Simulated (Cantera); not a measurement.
Input: 1 mol SiH2Cl2, 23 mol N2, at 1.33 mbar.

These are equilibrium values from Cantera (NASA tables, ideal gas, pure condensed phases), not measurements of a reactor. Candidate condensed phases: NH4Cl, Si, Si3N4; 28 gas species. N2 is the only nitrogen source here; it is nearly inert below about 1500 K, so the nitride shown seldom forms there in practice. Rates play no part.

Over these rows the condensed part is Si3N4(s). Partial pressures as log10 of bar:

```
T (K)  1000/T (1/K)  log p SiCl4  log p N2  log p HCl  log p H2  log p SiCl2
-----  ------------  -----------  --------  ---------  --------  -----------
1248         0.8013        -5.42     -2.91      -4.07     -4.90        -5.52
1323         0.7559        -5.77     -2.91      -4.10     -4.82        -5.04
1398         0.7153        -6.37     -2.91      -4.17     -4.69        -4.75
1473         0.6789        -7.09     -2.91      -4.27     -4.56        -4.58
1548         0.6460        -7.82     -2.91      -4.40     -4.47        -4.48
1623         0.6161            ?     -2.91      -4.54     -4.41        -4.41
```

Q: Fit log p(SiCl4) = a + b·(1000/T) to the five rows, give the apparent enthalpy, and predict the row at 1623 K.

A: Means: 1000/T = 0.7195, log p = -6.494. Sxy = 0.235345, Sxx = 0.0150844, so b = 15.60 and a = -6.494 − (15.60)×0.7195 = -17.72.
Apparent enthalpy: −19.145 × (15.60) = -299 kJ/mol. With the condensed phases at unit activity, 2/3 N2(g) + 2 SiCl2(g) = SiCl4(g) + 1/3 Si3N4(s) links this pressure to the main gases: over the six rows their terms move log p by +2.22 in all, so the slope isn't that reaction's ΔH° alone. The five rows lie within 0.20 of the line; that is curvature, so one enthalpy describes this range poorly.
Prediction at 1623 K: -17.72 + (15.60)×0.6161 = -8.11. The computed value is -8.55, 0.44 from the line.
